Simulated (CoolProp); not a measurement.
Saturation properties of vinyl chloride.

Values from CoolProp's reference Helmholtz-energy equation of state, Thol 2022.

```tsv
T (K)	p (MPa)	vapour density (kg/m³)
209.1	0.007102	0.2563
213	0.009216	0.3269
216.9	0.01183	0.4124
220.8	0.01502	0.5150
224.7	0.01889	0.6373
228.6	0.02353	0.7817
232.5	0.02906	0.9508
236.4	0.03560	1.148
240.3	0.04327	1.375
```

It boils at 259.3 K under 1 atm.
